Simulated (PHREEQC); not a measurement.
**City or well water (model solution)**

Synthetic water in mg/kgw, 25 °C, pH 7.1, pe 9.7: Na 69.9; K 61; Ca 24.5; Mg 1.56; Cl 72.5; S(6) as SO4 118; Alkalinity as HCO3 78.9; Li 0.572.

Valence states are taken as typed.

The numbers come from PHREEQC with the ion-association model, phreeqc.dat.

- ionic strength: 0.00751 mol/kgw
- specific conductance: 678 µS/cm
- charge-balance error: 2.1 %

| species | molality | activity | log γ |
|---|---|---|---|
| Na+ | 0.00303 | 0.00277 | -0.039 |
| Cl- | 0.00204 | 0.00186 | -0.040 |
| K+ | 0.00155 | 0.00142 | -0.040 |
| HCO3- | 0.00128 | 0.00117 | -0.038 |
| SO4-2 | 0.00114 | 0.000801 | -0.155 |
| Ca+2 | 0.000550 | 0.000386 | -0.154 |
| CO2 | 0.000209 | 0.000209 | 0.001 |
| Li+ | 8.21e-5 | 7.53e-5 | -0.038 |
| Mg+2 | 5.61e-5 | 3.96e-5 | -0.151 |
| CaSO4 | 5.49e-5 | 5.50e-5 | 0.001 |
| NaSO4- | 1.21e-5 | 1.11e-5 | -0.038 |
| KSO4- | 8.70e-6 | 7.96e-6 | -0.038 |
| MgSO4 | 7.43e-6 | 7.44e-6 | 0.001 |
| CaHCO3+ | 6.30e-6 | 5.78e-6 | -0.038 |
| NaHCO3 | 1.82e-6 | 1.83e-6 | 0.001 |

Precipitation was switched off in this run.
